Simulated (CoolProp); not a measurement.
Vapour-liquid equilibrium of R22 (1) + R123 (2) at 38.8 kPa; x and y are mole fractions of (1).

Values from CoolProp's multi-fluid Helmholtz-energy mixture model, Kamei 1995 and Younglove 1994; pair parameters Bell 2016.

```tsv
x	bubble temperature, mixture model (°C)	bubble temperature, Raoult's law (°C)	y, mixture model	y, Raoult's law
0.05	?	-8.9	?	0.476
0.2	?	-29.6	?	0.858
0.35	-41.1	-40.2	?	0.941
0.5	?	-46.9	?	0.971
0.65	-52.4	-51.8	0.986	0.986
0.8	-55.7	-55.5	?	0.994
0.95	-58.5	-58.5	0.998	0.999
```

Question: Fill in the missing entries.

Answer: 
- 0.05, bubble temperature, mixture model (°C): -8.0
- 0.05, y, mixture model: 0.447
- 0.2, bubble temperature, mixture model (°C): -29.8
- 0.2, y, mixture model: 0.857
- 0.35, y, mixture model: 0.944
- 0.5, bubble temperature, mixture model (°C): -47.9
- 0.5, y, mixture model: 0.973
- 0.8, y, mixture model: 0.993

The largest gap from Raoult's law is -1.0 K in bubble temperature, at x = 0.5. No azeotrope shows between x = 0.05 and 0.95.

The pair parameters rest on a limited set of measurements; away from them the model extrapolates. The gap from Raoult's law changes sign with composition, which may be real or a fault of the pair parameters; it wasn't checked against measurements.
